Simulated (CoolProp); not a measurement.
Properties of R236EA along the isobar 346 kPa.

Model: reference Helmholtz-energy equation of state, Rui 2013, in CoolProp.

| T (K) | phase | density (kg/m³) | cp (kJ/(kg K)) | speed of sound (m/s) | conductivity (mW/(m K)) | Prandtl number |
|---|---|---|---|---|---|---|
| 274.5 | liquid | 1500 | 1.228 | 686.1 | 88.8 | 7.53 |
| 285.1 | liquid | 1468 | 1.240 | 642.2 | 84.7 | 6.77 |
| 295.7 | liquid | 1435 | 1.254 | 598.5 | 80.7 | 6.17 |
| 306.2 | liquid | 1401 | 1.272 | 555.1 | 76.9 | 5.69 |
| 316.8 | gas | 22.19 | 0.9418 | 124.1 | 16.0 | 0.678 |
| 327.4 | gas | 21.17 | 0.9479 | 127.6 | 16.7 | 0.675 |
| 338 | gas | 20.28 | 0.9558 | 130.9 | 17.5 | 0.673 |
| 348.5 | gas | 19.48 | 0.9648 | 133.9 | 18.3 | 0.672 |
| 359.1 | gas | 18.75 | 0.9746 | 136.8 | 19.1 | 0.673 |
| 369.7 | gas | 18.09 | 0.9850 | 139.6 | 19.9 | 0.673 |
| 380.3 | gas | 17.49 | 0.9959 | 142.2 | 20.7 | 0.675 |
| 390.8 | gas | 16.93 | 1.007 | 144.7 | 21.5 | 0.676 |
| 401.4 | gas | 16.41 | 1.018 | 147.2 | 22.3 | 0.678 |
| 412 | gas | 15.93 | 1.030 | 149.5 | 23.1 | 0.680 |

Viscosity comes from a separate model (Huber 2003), an estimate that may be off by 10 % or more. Thermal conductivity comes from a separate model (Huber 2003), an estimate that may be off by 10 % or more.
